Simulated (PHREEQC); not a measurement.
Dissolve 0.00098 mol/kgw CuSO4, 9.4e-05 mol/kgw HCl and 0.00011 mol/kgw Na2SO4 at 42 °C. Closed to the air; pH follows from the charge balance.

The numbers come from PHREEQC with the ion-association model, phreeqc.dat.

| quantity | before | after |
|---|---|---|
| pH | 4.10 | 4.15 |
| ionic strength (mol/kgw) | 0.00388 | 0.00380 |
| SO4-2 (mol/kgw) | 0.000969 | 0.000946 |
| HSO4- (mol/kgw) | 9.09e-6 | 1.87e-5 |
| NaSO4- (mol/kgw) | 8.95e-7 | 1.02e-6 |
| SI of Halite (NaCl) | -9.33 | -9.36 |

Problem. What was changed between the two runs?
(A) CuSO4 left out
(B) HCl from 9.4e-05 to 4.7e-05 mol/kgw
(C) temperature from 42 to 75 °C
(D) diluted 2-fold with water
(E) CuSO4 replaced by K2SO4 at the same molality

Solution. C, temperature from 42 to 75 °C

No solid was allowed to form. Away from 25 °C the constants follow the database's enthalpies or fits; those with neither stay at their 25 °C values.
